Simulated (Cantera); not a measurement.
Input (Python, Cantera):

```python
import numpy as np
import cantera as ct

gas = ct.Solution("gri30.yaml")
gas.TPX = 325, 1300000, {'CH3OH': 1, 'O2': 1.83, 'N2': 6.88}
inlet = ct.Reservoir(gas, clone=True)
gas.equilibrate("HP")  # start burning
reactor = ct.IdealGasConstPressureReactor(gas, energy="on", clone=False)
exhaust = ct.Reservoir(gas, clone=True)
tau = [0.053, 0.018, 0.0063, 0.0022, 0.00074, 0.00025, 8.7e-05, 3e-05, 1e-05][0]
for a, b in ((inlet, reactor), (reactor, exhaust)):
    ct.MassFlowController(a, b, mdot=lambda t: reactor.mass / tau)
net = ct.ReactorNet([reactor])
show = ['CH3OH', 'O2', 'N2O', 'HCO', 'NO2', 'H2', 'NO']

rows = []
print(f"{'tau/s':>10s}{'T/K':>9s}" + "".join(f"{s:>11s}" for s in show))
for tau in [0.053, 0.018, 0.0063, 0.0022, 0.00074, 0.00025, 8.7e-05, 3e-05, 1e-05]:
    net.initial_time = 0.0
    net.advance(30 * tau)
    before = gas.X
    net.advance(40 * tau)
    drift = np.max(np.abs(gas.X - before) / (gas.X + 1e-9))
    rows.append([gas.T, *gas[show].X, drift])
    print(f"{tau:10.3e}{gas.T:9.1f}" + "".join(f"{x:11.3e}" for x in gas[show].X))
```

It prints:

```
     tau/s      T/K      CH3OH         O2        N2O        HCO        NO2         H2         NO
 5.300e-02   2084.8  5.558e-07  3.196e-02  6.709e-07  5.745e-09  1.203e-06  1.823e-04  5.454e-04
 1.800e-02   2084.0  1.550e-06  3.218e-02  7.339e-07  1.692e-08  5.417e-07  2.165e-04  2.280e-04
 6.300e-03   2080.6  3.973e-06  3.239e-02  8.748e-07  4.857e-08  2.963e-07  2.989e-04  1.077e-04
 2.200e-03   2073.0  9.463e-06  3.277e-02  1.133e-06  1.403e-07  2.077e-07  4.809e-04  6.083e-05
 7.400e-04   2057.2  2.179e-05  3.358e-02  1.456e-06  4.225e-07  1.653e-07  8.556e-04  3.921e-05
 2.500e-04   2028.0  4.879e-05  3.521e-02  1.617e-06  1.271e-06  1.227e-07  1.535e-03  2.591e-05
 8.700e-05   1976.5  1.112e-04  3.840e-02  1.507e-06  3.746e-06  7.918e-08  2.635e-03  1.584e-05
 3.000e-05   1859.4  3.579e-04  4.690e-02  1.140e-06  1.175e-05  3.955e-08  4.685e-03  5.835e-06
 1.000e-05    325.0  1.030e-01  1.885e-01 -2.674e-21 -1.343e-37 -1.213e-20 -4.384e-17 -1.785e-21
```

Model: GRI-Mech 3.0 (53 species, 325 reactions), integrated in Cantera. GRI-Mech 3.0 was tuned for natural gas; its chemistry of methanol as a main component is partial and can be far from experiment. The pressure lies above the range GRI-Mech 3.0 was tuned for (to about 10 atm).
